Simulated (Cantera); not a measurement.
A closed system holds: 1 mol TiO₂, 0.97 mol Cl₂, held at 188 Torr.

Method: chemical equilibrium by Gibbs-energy minimisation in Cantera with the NASA 1993 tables (ideal gas, pure condensed phases). Candidate condensed phases: Ti, TiCl₂, TiCl₃, TiCl₄, TiO, TiO₂, Ti₂O₃, Ti₃O₅, Ti₄O₇; 15 gas species. Condensed phases not in the tables: TiOCl. Kinetics and transport are ignored. All values below are at 948 K.

Base state: Cl₂ 0.999, TiCl₄ 0.000411, O₂ 0.000411, Cl 0.000342 (mole fractions); condensed: TiO₂(rutile).

Question: What changes in the equilibrium state with this change: 1.1 mol HCl added?

Answer: 
| species | before | after |
|---|---|---|
| HCl | 0 | 0.529 |
| Cl₂ | 0.999 | 0.469 |
| H₂O | 0 | 0.00115 |
| TiCl₄ | 0.000411 | 0.000632 |
| O₂ | 0.000411 | 5.88e-5 |
| Cl | 0.000342 | 0.000234 |
| TiO₂(rutile), mol | 1.000 | 0.999 |
Further candidate phases: H₂O.
